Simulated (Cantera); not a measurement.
Input (Python, Cantera) and output of one run.

```python
import numpy as np
import cantera as ct

gas_names = """
    H HNO HNO2 HNO3 HO2 H2 H2O H2O2 N NH NH2 NH3 NH2OH NO NO2 NO3 N2 N2H2 N2H4 N2O O OH O2 O3
""".split()
cond_names = """
    H2O(s) H2O(L)
""".split()


def load(file, names, dense=False):
    # The tables refer to 1 bar. Condensed volumes are neglected.
    table = {s.name: s for s in ct.Species.list_from_file(file)}
    out = []
    for n in names:
        d = dict(table[n].input_data)
        d["thermo"] = dict(d["thermo"], **{"reference-pressure": 1e5})
        if dense:
            d["equation-of-state"] = {"model": "constant-volume", "density": "1e6 g/cm^3"}
        out.append(ct.Species.from_dict(d))
    return out


gas = ct.Solution(thermo="ideal-gas", species=load("nasa_gas.yaml", gas_names))
cond = {s.name: ct.Solution(thermo="fixed-stoichiometry", species=[s], name=s.name)
        for s in load("nasa_condensed.yaml", cond_names, dense=True)}
atoms = {
    'NH3': {'N': 1, 'H': 3},
    'O2': {'O': 2},
}
top_T = {}  # K; cautious upper limits of use, not melting points


def equilibrate(T, P, feed):
    n = {}
    for name, mol in feed.items():
        for a, k in atoms[name].items():
            n[a] = n.get(a, 0.0) + k * mol
    gas.TPX = T, P, n
    mass = sum(n.values()) * gas.mean_molecular_weight
    gas.equilibrate("TP")
    valid = [c for c in cond.values() if c.min_temp <= T <= top_T.get(c.name, c.max_temp)]
    mix = ct.Mixture([(gas, mass / gas.mean_molecular_weight)] + [(c, 0.0) for c in valid])
    mix.T, mix.P = T, P
    mix.equilibrate("TP", solver="vcs", rtol=1e-11, max_steps=5000)
    return mix


results = []
feed = {'NH3': 1, 'O2': 0.37}  # mol
P = 9200  # Pa
for T in [1975, 2075, 2175, 2275, 2375, 2475, 2575, 2675, 2775]:
    mix = equilibrate(T, P, feed)
    results.append((T, P, feed, dict(zip(mix.species_names, mix.species_moles))))
    x = sorted(zip(gas.X, gas.species_names), reverse=True)
    print(f"T = {T:g} K  P = {P:g} Pa  gas = {mix.phase_moles(0):.4g} mol")
    print("   x: " + "  ".join(f"{s} {v:.3e}" for v, s in x if v > 1e-06))
    print("   condensed (mol): " + ("  ".join(f"{mix.phase(i).name} {mix.phase_moles(i):.4g}"
          for i in range(1, mix.n_phases) if mix.phase_moles(i) > 1e-12) or "none"))
```

Result:

```
T = 1975 K  P = 9200 Pa  gas = 2.003 mol
   x: H2 3.782e-01  H2O 3.692e-01  N2 2.496e-01  H 2.774e-03  OH 2.581e-04  NO 6.729e-06  O 1.393e-06
   condensed (mol): none
T = 2075 K  P = 9200 Pa  gas = 2.006 mol
   x: H2 3.765e-01  H2O 3.683e-01  N2 2.492e-01  H 5.388e-03  OH 6.015e-04  NO 1.843e-05  O 6.175e-06  O2 2.582e-06
   condensed (mol): none
T = 2175 K  P = 9200 Pa  gas = 2.011 mol
   x: H2 3.737e-01  H2O 3.665e-01  N2 2.486e-01  H 9.838e-03  OH 1.296e-03  NO 4.602e-05  O 2.392e-05  O2 9.920e-06
   condensed (mol): none
T = 2275 K  P = 9200 Pa  gas = 2.02 mol
   x: H2 3.693e-01  H2O 3.634e-01  N2 2.475e-01  H 1.701e-02  OH 2.606e-03  NO 1.061e-04  O 8.235e-05  O2 3.394e-05
   condensed (mol): none
T = 2375 K  P = 9200 Pa  gas = 2.034 mol
   x: H2 3.627e-01  H2O 3.581e-01  N2 2.457e-01  H 2.800e-02  OH 4.923e-03  O 2.557e-04  NO 2.275e-04  O2 1.047e-04
   condensed (mol): none
T = 2475 K  P = 9200 Pa  gas = 2.057 mol
   x: H2 3.536e-01  H2O 3.492e-01  N2 2.429e-01  H 4.411e-02  OH 8.770e-03  O 7.229e-04  NO 4.566e-04  O2 2.936e-04
   condensed (mol): none
T = 2575 K  P = 9200 Pa  gas = 2.092 mol
   x: H2 3.416e-01  H2O 3.348e-01  N2 2.386e-01  H 6.674e-02  OH 1.474e-02  O 1.871e-03  NO 8.582e-04  O2 7.481e-04
   condensed (mol): none
T = 2675 K  P = 9200 Pa  gas = 2.144 mol
   x: H2 3.268e-01  H2O 3.125e-01  N2 2.324e-01  H 9.735e-02  OH 2.326e-02  O 4.433e-03  O2 1.716e-03  NO 1.504e-03  N 2.115e-06
   condensed (mol): none
T = 2775 K  P = 9200 Pa  gas = 2.222 mol
   x: H2 3.094e-01  H2O 2.799e-01  N2 2.238e-01  H 1.373e-01  OH 3.414e-02  O 9.556e-03  O2 3.474e-03  NO 2.434e-03  N 4.530e-06  HO2 1.162e-06
   condensed (mol): none
```

Method: chemical equilibrium by Gibbs-energy minimisation in Cantera with the NASA 1993 tables (ideal gas, pure condensed phases).
